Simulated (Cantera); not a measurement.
A freely propagating, adiabatic, planar premixed flame of CO : H2 : O2 : N2 = 1 : 0.13 : 0.673 : 2.53 (molar parts), equivalence ratio 0.84, unburnt at 650 K and 10.0 bar; mixture-averaged transport, grid criteria slope 0.08 and curve 0.16, no radiation.

Computed with Cantera and GRI-Mech 3.0 (53 species, 325 reactions). The hydrogen kinetics of GRI-Mech 3.0 are dated; newer H2 mechanisms differ, most at raised pressure. Burning velocities carry a grid error of a few per cent, more on coarse grids.

What does this change do: inlet temperature 650 to 625 K?


```tsv
quantity	before	after
laminar burning velocity	97.7 cm/s	89.5 cm/s
thermal thickness	0.0662 mm	0.0665 mm
peak x(H)	0.00239	0.00229
peak x(O)	0.00705	0.00678
```
